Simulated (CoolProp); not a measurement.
Vapour-liquid equilibrium of acetone (1) + dimethyl carbonate (2) at 30.55 °C; x and y are mole fractions of (1).

The numbers come from the multi-fluid Helmholtz-energy mixture model, Lemmon 2006 and Zhou 2011; pair parameters Bell 2016 in CoolProp.

Q: Give the bubble pressure and the first vapour's composition at x = 0.25, 0.55, 0.95. Is there an azeotrope?

A: x = 0.25: 17.58 kPa, y = 0.581; x = 0.55: 25.88 kPa, y = 0.821; x = 0.95: 37.36 kPa, y = 0.986. No azeotrope shows between x = 0.05 and 0.95.

Pair parameters are fitted to limited data, so mixtures are less certain than the pure fluids.
